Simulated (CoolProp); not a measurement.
Values from CoolProp's reference Helmholtz-energy equation of state, Gedanitz 2015.

### Question
For cyclopentane, give the phase and the cv (kJ/(kg K)), Joule-Thomson coefficient (K/MPa) at 144.45 °C and 0.0465 MPa.

### Answer
- 144.45 °C and 0.0465 MPa: gas; cv 1.66, Joule-Thomson coefficient 13.1
